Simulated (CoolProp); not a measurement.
Vapour-liquid equilibrium of R125 (1) + cyclopropane (2) at 304 K; x and y are mole fractions of (1).

The numbers come from the multi-fluid Helmholtz-energy mixture model, Lemmon 2005 and Polt 1992; pair parameters Bell 2016 in CoolProp. This equation is an older, rougher fit; its heat capacities, sound speeds and derivatives of the liquid may be far off and weren't checked against measurements.

```csv
x,bubble pressure (MPa),y at the bubble point,dew pressure at overall composition x (MPa),liquid density (mol/L)
0.05,1.003,0.173,0.8868,14.13
0.15,1.230,0.357,0.9799,13.42
0.25,1.376,0.456,1.090,12.76
0.35,1.474,0.524,1.220,12.15
0.45,1.545,0.580,1.366,11.59
0.55,1.598,0.634,1.509,11.09
0.65,1.636,0.693,1.610,10.66
0.75,1.657,0.761,1.655,10.28
0.85,1.656,0.842,1.654,9.973
0.95,1.628,0.942,1.625,9.716
```

y crosses x between x = 0.75 and 0.85: the model has an azeotrope there.

Pair parameters are fitted to limited data, so mixtures are less certain than the pure fluids.
